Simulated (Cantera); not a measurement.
Input: 1 mol B, 0.13 mol O2, equilibrated at 2148.15 K and 23.0 Pa.

Cantera equilibrium calculation (NASA polynomials, part measured and part estimated; ideal gas, pure solids and liquids). Candidate condensed phases: B, B2O3; 10 gas species. The numbers say what is thermodynamically allowed, not how fast it happens.

What is the equilibrium state?


| Item | Value |
|---|---|
| x(BO) | 0.846 |
| x(B2O2) | 0.130 |
| x(B2O) | 0.0176 |
| x(B) | 0.00574 |
| x(B2O3) | 0.000469 |
| x(BO2) | 5.70e-6 |
| n(B(s)) | 0.735 mol |
| gas amount | 0.2310 mol |
